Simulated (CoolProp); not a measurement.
Saturation properties of o-xylene (Tc = 630.3 K, pc = 3.737 MPa, ω = 0.312).

Computed with CoolProp (reference Helmholtz-energy equation of state, Zhou 2012).

```tsv
T (K)	p (MPa)	enthalpy of vaporisation (kJ/kg)	liquid cp (kJ/(kg K))	vapour Z	liquid conductivity (mW/(m K))
439	0.1732	328.9	2.257	0.9320	95.8
446.2	0.2046	324.1	2.285	0.9241	94.2
453.5	0.2407	319.1	2.314	0.9156	92.7
460.8	0.2816	313.9	2.343	0.9064	91.2
468.1	0.3275	308.6	2.373	0.8966	89.7
475.4	0.3790	303.2	2.403	0.8862	88.3
482.6	0.4355	297.6	2.433	0.8752	87.0
489.9	0.4992	291.8	2.465	0.8633	85.7
497.2	0.5696	285.8	2.497	0.8507	84.4
504.5	0.6474	279.6	2.531	0.8373	83.2
511.8	0.7328	273.1	2.566	0.8231	82.1
519.1	0.8266	266.3	2.603	0.8080	81.0
526.3	0.9276	259.3	2.642	0.7921	80.1
533.6	1.039	251.9	2.684	0.7750	79.1
```

It boils at 417.5 K under 1 atm.

Thermal conductivity comes from a separate model (Mylona 2014).
